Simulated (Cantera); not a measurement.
Cantera run:

```python
import numpy as np
import cantera as ct

gas_names = """
    Hg N NO NO2 NO3 N2 N2O O O2 O3
""".split()
cond_names = """
    Hg(cr) Hg(L) HgO(s)
""".split()


def load(file, names, dense=False):
    # The tables refer to 1 bar. Condensed volumes are neglected.
    table = {s.name: s for s in ct.Species.list_from_file(file)}
    out = []
    for n in names:
        d = dict(table[n].input_data)
        d["thermo"] = dict(d["thermo"], **{"reference-pressure": 1e5})
        if dense:
            d["equation-of-state"] = {"model": "constant-volume", "density": "1e6 g/cm^3"}
        out.append(ct.Species.from_dict(d))
    return out


gas = ct.Solution(thermo="ideal-gas", species=load("nasa_gas.yaml", gas_names))
cond = {s.name: ct.Solution(thermo="fixed-stoichiometry", species=[s], name=s.name)
        for s in load("nasa_condensed.yaml", cond_names, dense=True)}
atoms = {
    'Hg': {'Hg': 1},
    'O2': {'O': 2},
    'N2': {'N': 2},
}
top_T = {}  # K; cautious upper limits of use, not melting points


def equilibrate(T, P, feed):
    n = {}
    for name, mol in feed.items():
        for a, k in atoms[name].items():
            n[a] = n.get(a, 0.0) + k * mol
    gas.TPX = T, P, n
    mass = sum(n.values()) * gas.mean_molecular_weight
    gas.equilibrate("TP")
    valid = [c for c in cond.values() if c.min_temp <= T <= top_T.get(c.name, c.max_temp)]
    mix = ct.Mixture([(gas, mass / gas.mean_molecular_weight)] + [(c, 0.0) for c in valid])
    mix.T, mix.P = T, P
    mix.equilibrate("TP", solver="vcs", rtol=1e-11, max_steps=5000)
    return mix


results = []
feed = {'Hg': 1, 'O2': 0.33, 'N2': 1.1}  # mol
T = 1325  # K
P = 84  # Pa
mix = equilibrate(T, P, feed)
results.append((T, P, feed, dict(zip(mix.species_names, mix.species_moles))))
print(gas.report(threshold=1e-06))
for i in range(1, mix.n_phases):
    print(f"{mix.phase(i).name:16s} {mix.phase_moles(i):12.5e} mol")
```

It prints:

```
       temperature   1325 K
          pressure   84 Pa
           density   0.00075924 kg/m^3
  mean mol. weight   99.575 kg/kmol
   phase of matter   gas

                          1 kg             1 kmol
                     ---------------   ---------------
          enthalpy        5.3583e+05        5.3355e+07  J
   internal energy        4.2519e+05        4.2338e+07  J
           entropy            2951.8        2.9392e+05  J/K
    Gibbs function       -3.3753e+06       -3.3609e+08  J
 heat capacity c_p             290.2             28897  J/K
 heat capacity c_v             206.7             20582  J/K

                      mass frac. Y      mole frac. X     chem. pot. / RT
                     ---------------   ---------------   ---------------
                Hg           0.82901           0.41152           -25.234
                NO        8.5236e-05        0.00028286           -34.991
                N2           0.12731           0.45253           -33.514
                 O        5.6243e-07        3.5004e-06           -18.234
                O2          0.043594           0.13566           -36.468
     [   +5 minor]        3.0158e-08        6.5293e-08

Hg(L)             0.00000e+00 mol
```

Method: chemical equilibrium by Gibbs-energy minimisation in Cantera with the NASA 1993 tables (ideal gas, pure condensed phases).
